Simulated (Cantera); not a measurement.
Input: 1 mol PbO, a varied amount of CO, 23 mol N2, held at 0.490 bar.

Equilibrium computed with Cantera from the NASA thermochemical tables; the gas is ideal and each condensed phase is pure. Candidate condensed phases: C, Pb, PbO, PbO2, Pb3O4; 27 gas species. Mutual solubility and eutectic melting of coexisting phases are not modelled. The numbers say what is thermodynamically allowed, not how fast it happens.

### Question
What condenses at these points (T in K, n(CO) in mol): (898, 0.5); (773, 1.2); (848, 4.1); (948, 0.91); (948, 0.5); (923, 4.1)?

### Answer
| T (K) | n(CO) in mol | condensed phases | Pb condensed (%) |
|---|---|---|---|
| 898 | 0.5 | Pb + PbO | 100.0 |
| 773 | 1.2 | Pb | 100.0 |
| 848 | 4.1 | C + Pb | 100.0 |
| 948 | 0.91 | Pb + PbO | 100.0 |
| 948 | 0.5 | Pb + PbO | 100.0 |
| 923 | 4.1 | Pb | 100.0 |
